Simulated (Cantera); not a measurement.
Charge: 1 mol SiO2, 0.42 mol C, 0.01 mol H2, at 1 atm.

Method: chemical equilibrium by Gibbs-energy minimisation in Cantera with the NASA 1993 tables (ideal gas, pure condensed phases). Candidate condensed phases: C, C6H6, C7H8, C8H18, H2O, Si, SiC, SiO2; 123 gas species. The tables hold silica as quartz up to 1696 K and as liquid above; real silica turns to tridymite and cristobalite and melts near 1996 K. Equilibrium is a limit: real reactors are often held back by kinetics, nucleation or transport.

Over these rows the condensed part is SiO2(l). Partial pressures as log10 of bar:

```tsv
T (K)	1000/T (1/K)	log p CO2	log p SiO	log p CO	log p H2
2250	0.4444	-3.38	-0.30	-0.30	-1.94
2325	0.4301	-3.02	-0.30	-0.30	-1.95
2400	0.4167	-2.68	-0.30	-0.30	-1.97
2475	0.4040	?	-0.30	-0.31	-1.99
2550	0.3922	-2.08	-0.30	-0.31	-2.03
2625	0.3810	-1.81	-0.29	-0.32	-2.10
```

Q: Fit log p(CO2) = a + b·(1000/T) to the five rows, give the apparent enthalpy, and predict the row at 2475 K.

A: Means: 1000/T = 0.4129, log p = -2.594. Sxy = -0.068062, Sxx = 0.0027486, so b = -24.76 and a = -2.594 − (-24.76)×0.4129 = 7.63.
Apparent enthalpy: −19.145 × (-24.76) = 474 kJ/mol. With the condensed phases at unit activity, SiO2(l) + CO(g) = CO2(g) + SiO(g) links this pressure to the main gases: over the six rows their terms move log p by -0.03 in all, so the slope is close to that reaction's ΔH°. The five rows lie within 0.01 of the line.
Prediction at 2475 K: 7.63 + (-24.76)×0.4040 = -2.37. The computed value is -2.37, 0.00 from the line.
